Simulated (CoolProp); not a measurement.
The numbers come from the reference Helmholtz-energy equation of state, Lemmon 2006 in CoolProp. It is a short technical equation, of lower accuracy than the large ones.

Problem. Give the vapour pressure (bar), liquid density (kg/m³), vapour density (kg/m³), enthalpy of vaporisation (kJ/kg) of saturated R141b at 326.4 K.

Solution. 
```csv
T (K),p (bar),liquid density (kg/m³),vapour density (kg/m³),enthalpy of vaporisation (kJ/kg)
326.4,2.02,1180,9.28,212
```
